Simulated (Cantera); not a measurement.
A perfectly stirred reactor is fed with C₂H₆ : H₂ = 1 : 47 (molar parts), at 1.01 bar; it is held at 1973 K, and followed from long to short residence time.

Cantera simulation using GRI-Mech 3.0 (53 species, 325 reactions); the numbers are that mechanism's predictions, not measurements. GRI-Mech 3.0 stops at C3 and has no aromatics, soot or wall deposition, so with more carbon than oxygen in the feed, carbon stays in small species such as C2H2 where larger ones or solid carbon would form.

What does this change do: pressure from 1.01 bar to 0.0133 bar?


```tsv
quantity	before	after
x(C₂H₆) at τ = 0.350 s	2.84e-7	1.93e-6
x(H₂) at τ = 0.350 s	0.977	0.969
x(CH₄) at τ = 0.350 s	0.00363	0.00439
x(C₂H) at τ = 0.350 s	4.21e-7	2.51e-6
x(CH₃) at τ = 0.350 s	9.83e-5	0.000735
x(C₂H₆) at τ = 25.0 ms	2.70e-6	2.81e-5
x(H₂) at τ = 25.0 ms	0.974	0.964
x(CH₄) at τ = 25.0 ms	0.00909	0.0145
x(C₂H) at τ = 25.0 ms	3.65e-7	1.54e-6
x(CH₃) at τ = 25.0 ms	0.000251	0.00223
```
Radical loss at walls, strong at low pressure, is not modelled.

What does this change do: H2 47 to 240 parts?


```tsv
quantity	before	after
x(C₂H₆) at τ = 0.350 s	2.84e-7	5.44e-8
x(H₂) at τ = 0.350 s	0.977	0.994
x(CH₄) at τ = 0.350 s	0.00363	0.00155
x(C₂H) at τ = 0.350 s	4.21e-7	7.61e-8
x(CH₃) at τ = 0.350 s	9.83e-5	4.14e-5
x(C₂H₆) at τ = 25.0 ms	2.70e-6	4.87e-7
x(H₂) at τ = 25.0 ms	0.974	0.993
x(CH₄) at τ = 25.0 ms	0.00909	0.00326
x(C₂H) at τ = 25.0 ms	3.65e-7	5.65e-8
x(CH₃) at τ = 25.0 ms	0.000251	8.82e-5
```
